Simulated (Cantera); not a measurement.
Input: 1 mol SiHCl₃, 2.7 mol NH₃, 89 mol H₂, 3.6 mol N₂, at 952 °C and 0.100 bar.

Equilibrium computed with Cantera from the NASA thermochemical tables; the gas is ideal and each condensed phase is pure. Candidate condensed phases: NH₄Cl, Si, Si₃N₄; 28 gas species. Kinetics and transport are ignored.

Base state: H₂ 0.927, N₂ 0.0431, HCl 0.0302 (mole fractions); condensed: Si₃N₄(s).

### Question
What changes in the equilibrium state with this change: temperature from 952 °C to 1475 °C?

### Answer
| species | before | after |
|---|---|---|
| H₂ | 0.927 | 0.927 |
| N₂ | 0.0431 | 0.0445 |
| HCl | 0.0302 | 0.0258 |
| SiCl₂ | 1.40e-6 | 0.00212 |
| SiH₂ | <1e-9 | 1.68e-5 |
| SiCl | <1e-9 | 1.30e-5 |
| Si | <1e-9 | 1.29e-5 |
| Si₃N₄(s), mol | 0.333 | 0.261 |
The tables' values for SiCl, SiCl₃ are old estimates; treat these amounts as uncertain. Gases not in the tables: Si₂H₆ and higher silanes.

### Question
What changes in the equilibrium state with this change: H₂ from 89 to 0.15 mol?

### Answer
| species | before | after |
|---|---|---|
| N₂ | 0.0431 | 0.414 |
| H₂ | 0.927 | 0.318 |
| HCl | 0.0302 | 0.262 |
| SiCl₄ | 5.35e-7 | 0.00574 |
| SiCl₃ | 3.08e-7 | 0.000223 |
| SiHCl₃ | 5.12e-7 | 0.000217 |
| SiCl₂ | 1.40e-6 | 6.83e-5 |
| Si₃N₄(s), mol | 0.333 | 0.312 |
The tables' values for SiCl₃ are old estimates; treat these amounts as uncertain.
